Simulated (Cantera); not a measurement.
Charge: 1 mol CH₄, 0.4 mol O₂, 10 mol H₂, equilibrated at 1975 °C.

Method: chemical equilibrium by Gibbs-energy minimisation in Cantera with the NASA 1993 tables (ideal gas, pure condensed phases). Candidate condensed phases: C, C₆H₆, C₇H₈, C₈H₁₈, H₂O; 110 gas species. The ideal-gas law is rough above about 30 bar. Kinetics and transport are ignored.

Q: What share of the C ends up in condensed phases as a function of P (Pa), at 10, 100, 1000, 10000, 100000, 1000000, 10000000?

A: 
| P (Pa) | C condensed (%) | as |
|---|---|---|
| 10 | 14.2 | C(graphite) |
| 100 | 12.9 | C(graphite) |
| 1000 | 12.3 | C(graphite) |
| 10000 | 12.1 | C(graphite) |
| 100000 | 11.8 | C(graphite) |
| 1000000 | 9.2 | C(graphite) |
| 10000000 | 0.0 | - |
